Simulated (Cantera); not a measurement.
**CaF₂ + HF + H₂ (halide evaporation, hydrolysis and transport)**

Charge: 1 mol CaF₂, 3.5 mol HF, 0.35 mol H₂, held at 2123.15 K.

Cantera equilibrium calculation (NASA polynomials, part measured and part estimated; ideal gas, pure solids and liquids). Candidate condensed phases: Ca, CaF₂; 15 gas species. Equilibrium is a limit: real reactors are often held back by kinetics, nucleation or transport.

From 0.100 Pa to 46.0 mbar nothing is condensed. From 0.220 bar to 1.00 bar the condensed part is CaF₂(l). The main Ca-bearing gas is CaF₂ throughout.

```csv
P (Pa),log p HF,log p CaF₂,log p H,log p H₂,log p F,log p CaF,n CaF₂(l)
0.100,-6.20,-6.78,-6.84,-8.80,-7.43,-7.79,0
0.460,-5.51,-6.09,-6.27,-7.64,-7.31,-7.21,0
2.20,-4.82,-5.40,-5.68,-6.47,-7.21,-6.62,0
10,-4.15,-4.72,-5.19,-5.48,-7.04,-6.12,0
46,-3.49,-4.04,-4.77,-4.64,-6.79,-5.69,0
220,-2.80,-3.35,-4.38,-3.87,-6.49,-5.30,0
1000,-2.14,-2.69,-4.03,-3.18,-6.18,-4.94,0
4600,-1.48,-2.03,-3.69,-2.50,-5.86,-4.60,0
22000,-0.72,-1.94,-3.31,-1.73,-5.48,-4.89,0.787
100000,-0.05,-1.94,-2.97,-1.05,-5.15,-5.23,0.955
```
log p: log10 of the partial pressure in bar; n: condensed amount in mol.
